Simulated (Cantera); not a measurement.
An adiabatic, constant-pressure homogeneous reactor starts with H2 : O2 : N2 = 1 : 0.208 : 0.783 (molar parts), equivalence ratio 2.4, at 1798 K and 500000 Pa.

Cantera simulation using the H2/O2 subset of GRI-Mech 3.0, which has no nitrogen chemistry; the numbers are that mechanism's predictions, not measurements. The hydrogen kinetics of GRI-Mech 3.0 are dated; newer H2 mechanisms differ, most at raised pressure.

One state of this run: T (K) = 2972; x H2 = 0.307; x O2 = 0.000171; x HO2 = 4.28e-7; x H2O = 0.219; x OH = 0.00835; x O = 0.000604; x H = 0.0362. x: mole fraction; the columns are a selection and need not sum to one.

Q: Which value of t (s) does it belong to?
A) 2.43e-6
B) 0.600
C) 1.43e-5
D) 1.00e-6

A: B, 0.600
